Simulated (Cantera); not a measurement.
Equilibrium for silicon nitride deposition: SiHCl₃ + NH₃ + H₂

A closed system holds: 1 mol SiHCl₃, 37 mol NH₃, 10 mol H₂, held at 0.100 bar.

Equilibrium computed with Cantera from the NASA thermochemical tables; the gas is ideal and each condensed phase is pure. Candidate condensed phases: NH₄Cl, Si, Si₃N₄; 28 gas species. The tables' values for SiCl, SiN, SiCl₃ are old estimates; treat these amounts as uncertain. Gases not in the tables: Si₂H₆ and higher silanes. Equilibrium is a limit: real reactors are often held back by kinetics, nucleation or transport.

```tsv
T (K)	x H₂	x N₂	x HCl	x H	x SiCl₂	x Si	n Si₃N₄(s)	n Si(l)
1750	0.756	0.210	0.0321	0.000639	0.00145	4.81e-6	0.291	0
1775	0.756	0.210	0.0315	0.000796	0.00178	9.34e-6	0.281	0
1800	0.756	0.210	0.0307	0.000984	0.00216	1.78e-5	0.270	0
1825	0.756	0.210	0.0298	0.00121	0.00257	3.33e-5	0.257	0
1850	0.756	0.210	0.0289	0.00148	0.00302	6.12e-5	0.242	0
1875	0.751	0.215	0.0286	0.00180	0.00304	9.06e-5	0	0.717
1900	0.751	0.215	0.0287	0.00217	0.00297	0.000126	0	0.718
1925	0.750	0.215	0.0288	0.00262	0.00290	0.000174	0	0.716
1950	0.750	0.215	0.0289	0.00314	0.00284	0.000238	0	0.713
1975	0.749	0.215	0.0290	0.00375	0.00277	0.000323	0	0.706
```
x: gas mole fraction; n: condensed amount in mol.

From 1750 K to 1850 K the condensed part is Si₃N₄(s). From 1875 K to 1975 K the condensed part is Si(l). The main Si-bearing gas is SiCl₂ throughout. The share of Si in condensed phases is highest at 1750 K (87.3 %) and lowest at 1975 K (70.6 %).
